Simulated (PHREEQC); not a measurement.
Make-up at 25 °C: 0.087 mol/kgw KOH, 0.0014 mol/kgw CO2 and 0.00018 mol/kgw (CH3)4NCl. Closed to the air; pH follows from the charge balance.

All values are PHREEQC results (ion-association model, phreeqc.dat), not measurements.

Q: The ionic strength comes out as 0.0886 mol/kgw. What activity coefficients do CO3-2, Cl-, K+, OH-, HCO3- get?

A: CO3-2 0.40, Cl- 0.77, K+ 0.77, OH- 0.77, HCO3- 0.80.

Precipitation was switched off in this run. Complexes and solids missing from the database can't appear. (CH3)4N+ isn't in the database: it is added as a free cation with an ion size of 4 Å.
